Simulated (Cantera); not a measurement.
# Si3N4 + C + N2 (sublimation and decomposition of ceramics)

Feed: 1 mol Si3N4, a varied amount of C, 0.7 mol N2, at 2725 K and 38.0 mbar.

Cantera equilibrium calculation (NASA polynomials, part measured and part estimated; ideal gas, pure solids and liquids). Candidate condensed phases: C, Si, SiC, Si3N4; 20 gas species. The tables' values for SiN are old estimates; treat these amounts as uncertain. Equilibrium is a limit: real reactors are often held back by kinetics, nucleation or transport.

| n(C) (mol) | log p N2 | log p Si | log p Si2C | log p SiC2 | log p Si2 | log p SiN | log p Si2N |
|---|---|---|---|---|---|---|---|
| 0.018 | -1.74 | -1.73 | -3.92 | -5.88 | -3.25 | -3.73 | -3.92 |
| 0.027 | -1.74 | -1.73 | -3.75 | -5.53 | -3.25 | -3.73 | -3.93 |
| 0.042 | -1.73 | -1.74 | -3.57 | -5.15 | -3.26 | -3.73 | -3.93 |
| 0.065 | -1.73 | -1.74 | -3.39 | -4.78 | -3.27 | -3.74 | -3.94 |
| 0.1 | -1.73 | -1.75 | -3.22 | -4.41 | -3.28 | -3.74 | -3.95 |
| 0.15 | -1.73 | -1.76 | -3.06 | -4.08 | -3.30 | -3.75 | -3.97 |
| 0.24 | -1.72 | -1.77 | -2.90 | -3.70 | -3.33 | -3.77 | -4.00 |
| 0.36 | -1.72 | -1.79 | -2.77 | -3.38 | -3.37 | -3.78 | -4.04 |
| 0.56 | -1.72 | -1.82 | -2.65 | -3.06 | -3.44 | -3.81 | -4.10 |
log p: log10 of the partial pressure in bar; nothing condenses.

From 0.018 mol C to 0.56 mol C nothing is condensed. The main Si-bearing gas is Si throughout.
